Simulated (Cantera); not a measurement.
## Metals in furnace atmospheres: Fe + H2S + CO

Input: 1 mol Fe, 0.0051 mol H2S, a varied amount of CO, equilibrated at 1323.15 K and 10000 Pa.

Equilibrium computed with Cantera from the NASA thermochemical tables; the gas is ideal and each condensed phase is pure. Candidate condensed phases: C, C6H6, C7H8, C8H18, Fe, Fe(CO)5, FeO, Fe(OH)2, Fe(OH)3, FeS, FeSO4, FeS2, Fe2O3, Fe2(SO4)3, Fe3O4, H2O, H2SO4, S; 127 gas species. Metal and sulfide melt together well below either melting point, which pure phases cannot show. Mutual solubility and eutectic melting of coexisting phases are not modelled. FeS: taken at fixed stoichiometry. Condensed phases not in the tables: cementite and carbon dissolved in iron. Kinetics and transport are ignored.

```
n(CO) (mol)   x CO      x H2     x CO2     x COS    x CS2    x H2S     x S2    x H2O  n C(graphite)  n Fe(γ)  n FeS(s)
-----------  -----  --------  --------  --------  -------  -------  -------  -------  -------------  -------  --------
1.1          0.995   0.00458  0.000390  0.000254  3.93e-5  3.62e-5  6.80e-6  3.33e-6       0.000390    0.995   0.00467
3.2          0.998   0.00158  0.000393  0.000255  3.93e-5  1.25e-5  6.80e-6  1.15e-6        0.00113    0.996   0.00394
5.3          0.998  0.000953  0.000393  0.000255  3.93e-5  7.54e-6  6.80e-6  6.97e-7        0.00187    0.997   0.00321
7.4          0.999  0.000683  0.000393  0.000255  3.93e-5  5.40e-6  6.80e-6  4.99e-7        0.00261    0.998   0.00247
9.4          0.999  0.000538  0.000393  0.000255  3.93e-5  4.25e-6  6.80e-6  3.93e-7        0.00332    0.998   0.00178
12           0.999  0.000421  0.000394  0.000255  3.93e-5  3.33e-6  6.80e-6  3.08e-7        0.00424    0.999  0.000868
14           0.999  0.000361  0.000394  0.000255  3.93e-5  2.85e-6  6.80e-6  2.64e-7        0.00494    1.000  0.000170
16           0.999  0.000316  0.000394  0.000236  3.36e-5  2.31e-6  5.81e-6  2.31e-7        0.00574     1.00         0
18           0.999  0.000281  0.000394  0.000215  2.78e-5  1.87e-6  4.81e-6  2.06e-7        0.00657     1.00         0
20           0.999  0.000253  0.000394  0.000197  2.35e-5  1.55e-6  4.05e-6  1.85e-7        0.00739     1.00         0
```
x: gas mole fraction; n: condensed amount in mol.

From 1.1 mol CO to 14 mol CO the condensed part is C(graphite) + Fe(γ) + FeS(s). From 16 mol CO to 20 mol CO the condensed part is C(graphite) + Fe(γ). The main Fe-bearing gas is Fe throughout.
